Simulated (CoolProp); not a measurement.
A single-stage vapour-compression cycle with R236EA: evaporating at 268.15 K (dew point), condensing at 302.15 K (bubble point), superheat 2 K, subcooling 8 K, compressor efficiency 0.6, no pressure losses. Each further row changes one setting.

Computed with CoolProp (reference Helmholtz-energy equation of state, Rui 2013).

```csv
case,cooling COP,pressure ratio,discharge temperature (K),refrigerating effect (kJ/kg),volumetric capacity (kJ/m³)
as stated,4.33,3.76,312.1,140,615
evaporating temperature 273.15 K,5.29,3.02,310.5,144,777
condensing temperature 297.15 K,5.21,3.17,306.6,147,643
subcooling 13 K,4.52,3.76,312.1,147,643
superheat 12 K,4.39,3.76,322.7,149,626
compressor efficiency 0.5,3.61,3.76,319.2,140,615
```
